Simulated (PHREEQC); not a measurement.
**Leach liquor (model solution)**

Make-up at 50 °C: 0.056 mol/kgw HCl, 0.0024 mol/kgw ZnSO4 and 0.0039 mol/kgw NiSO4. Closed to the air; pH follows from the charge balance.

Equilibrium calculation in PHREEQC: ion-association model, wateq4f.dat.

```yaml
pH: 1.37
ionic_strength: 0.0694 mol/kgw
total_alkalinity: -56.0 meq/kg
```

```csv
species,molality,activity,log γ
Cl-,0.0554,0.0433,-0.107
H+,0.0512,0.0427,-0.079
HSO4-,0.00477,0.00378,-0.101
Ni+2,0.00352,0.00140,-0.401
Zn+2,0.00193,0.000826,-0.369
SO4-2,0.00125,0.000502,-0.394
ZnCl+,0.000339,0.000266,-0.104
NiCl+,0.000192,0.000152,-0.100
NiSO4,0.000164,0.000167,0.007
ZnSO4,0.000114,0.000116,0.007
NiCl2,2.35e-5,2.39e-5,0.007
ZnCl2,1.31e-5,1.33e-5,0.007
```

This is a speciation only: nothing precipitates in the calculation. Species that the database lacks are ignored. Constants without temperature data keep their 25 °C values here.
